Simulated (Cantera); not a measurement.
A closed system holds: 1 mol n-butane, 0.37 mol CO2, 0.35 mol N2, held at 650 °C and 58.0 Pa.

These are equilibrium values from Cantera (NASA tables, ideal gas, pure condensed phases), not measurements of a reactor. Candidate condensed phases: C, C6H6, C7H8, C8H18, H2O; 136 gas species. Rates play no part.

Base state: H2 0.821, CO 0.121, N2 0.0575, CH4 9.08e-5, H2O 8.90e-5, CO2 2.69e-5 (mole fractions); condensed: C(graphite).

What changes in the equilibrium state with this change: n-butane replaced by CH3OH?


```csv
species,before,after
H2,0.821,0.494
CO,0.121,0.312
N2,0.0575,0.0941
CO2,2.69e-5,0.0560
H2O,8.90e-5,0.0434
CH4,9.08e-5,1.04e-7
"C(graphite), mol",3.63,0
```

What changes in the equilibrium state with this change: pressure from 58.0 Pa to 0.133 bar?


```csv
species,before,after
H2,0.821,0.798
CO,0.121,0.101
N2,0.0575,0.0598
CH4,9.08e-5,0.0197
H2O,8.90e-5,0.0166
NH3,1.04e-7,2.35e-5
CO2,2.69e-5,0.00430
"C(graphite), mol",3.63,3.64
```
